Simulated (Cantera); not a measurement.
## Gas-phase reforming

A perfectly stirred reactor is fed with CH4 : H2O : H2 = 1 : 0.31 : 0.24 (molar parts), at 1.01 bar; it is held at 1698 K, and followed from long to short residence time.

Model: GRI-Mech 3.0 (53 species, 325 reactions), integrated in Cantera. GRI-Mech 3.0 stops at C3 and has no aromatics, soot or wall deposition, so with more carbon than oxygen in the feed, carbon stays in small species such as C2H2 where larger ones or solid carbon would form.

```tsv
τ (s)	x CH4	x H2O	x H2	x O2	x HCO	x CO2
10	0.0316	0.00971	0.740	<1e-12	1.03e-8	0.000394
3.1	0.0386	0.0254	0.723	<1e-12	8.77e-9	0.000906
0.96	0.0540	0.0541	0.691	<1e-12	6.22e-9	0.00143
0.30	0.0843	0.0898	0.643	2.00e-12	3.66e-9	0.00136
0.092	0.141	0.122	0.578	3.77e-12	2.30e-9	0.000725
0.029	0.234	0.145	0.493	6.06e-12	2.38e-9	0.000224
0.0089	0.362	0.165	0.384	9.66e-12	3.36e-9	3.74e-5
0.0027	0.493	0.183	0.274	1.29e-11	4.62e-9	3.78e-6
0.00085	0.584	0.194	0.200	9.84e-12	4.90e-9	3.04e-7
```
x: mole fraction; the columns are a selection and need not sum to one.
